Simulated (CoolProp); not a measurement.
The fluid at 293.15 K and 3.56 MPa is compressed adiabatically to 15.5 MPa with isentropic efficiency 0.75. The same conditions are run with several fluids, on thermodynamics alone (safety and materials aside).

Values from CoolProp's reference Helmholtz-energy equation of state of each fluid (hydrogen chloride: Thol 2018; methane: Setzmann 1991; CF4 (R14): Platzer 1990; oxygen: Schmidt 1985; dry air: Lemmon 2000). The equations of Platzer and Polt are older, rougher fits. Blends and air are pseudo-pure fits.

```tsv
fluid	work (kJ/kg)	final temperature (K)	final density (kg/m³)
hydrogen chloride	119	465.4	180
methane	340	443.3	67.7
CF4 (R14)	52.9	385.9	457
oxygen	186	491.8	117
dry air	210	497.5	102
```

Above 300 K oxygen's equation is extrapolated.
